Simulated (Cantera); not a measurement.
Input: 1 mol HMDSO, 0.36 mol O2, 6.8 mol N2, 0.47 mol O3, equilibrated at 852 °C and 23.0 Pa.

Equilibrium computed with Cantera from the NASA thermochemical tables; the gas is ideal and each condensed phase is pure. Candidate condensed phases: C, C6H6, C7H8, C8H18, H2O, Si, SiC, SiO2, Si2N2O, Si3N4; 151 gas species. The feed counts by its element totals alone. N2 is the only nitrogen source here; it is nearly inert below about 1500 K, so the nitride shown seldom forms there in practice. Rates play no part.

Base state: H2 0.532, N2 0.343, CO 0.126, HCN 1.31e-5 (mole fractions); condensed: C(graphite) + Si2N2O(s).

Question: What changes in the equilibrium state with this change: temperature from 852 °C to 1575 °C?

Answer: 
```tsv
species	before	after
H2	0.532	0.456
N2	0.343	0.353
CO	0.126	0.162
H	2.14e-6	0.0236
SiO	1.26e-7	0.00103
Si	<1e-9	0.000816
SiC2	<1e-9	1.56e-5
Si2C	<1e-9	1.11e-5
C(graphite), mol	3.87	0.859
Si2N2O(s), mol	1.000	0
SiC(s), mol	0	1.96
```
